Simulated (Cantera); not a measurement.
A perfectly stirred reactor is fed with 5.10 % CH4, 20.0 % O2, 74.9 % N2, at 0.220 bar; it is adiabatic with a 750 K inlet, and is followed from long to short residence time, starting on the burning branch (τ in s: 0.024, 0.0088, 0.0032, 0.0012, 0.00042, 0.00015, 5.5e-05, 2e-05, 7.3e-06).

Computed with Cantera and GRI-Mech 3.0 (53 species, 325 reactions).

**Question.** Predict: blow-out, bracketed by the residence times tried; x(CH4) at τ = 24.0 ms; x(O2) at τ = 24.0 ms; x(HCO) at τ = 24.0 ms; x(CH2) at τ = 24.0 ms; x(CH4) at τ = 0.420 ms; x(O2) at τ = 0.420 ms; x(C2H6) at τ = 0.420 ms; x(HCO) at τ = 0.420 ms; x(CH2) at τ = 0.420 ms.

**Answer.** 
```json
{
  "blow_out_bracketed_by_the_residence_times_tried": "burning at 0.420 ms, out at 0.150 ms",
  "x(CH4) at τ = 24.0 ms": "2.72e-5",
  "x(O2) at τ = 24.0 ms": "0.0972",
  "x(HCO) at τ = 24.0 ms": "2.55e-7",
  "x(CH2) at τ = 24.0 ms": "1.93e-7",
  "x(CH4) at τ = 0.420 ms": "0.00118",
  "x(O2) at τ = 0.420 ms": "0.108",
  "x(C2H6) at τ = 0.420 ms": "5.12e-8",
  "x(HCO) at τ = 0.420 ms": "1.31e-5",
  "x(CH2) at τ = 0.420 ms": "3.31e-6"
}
```
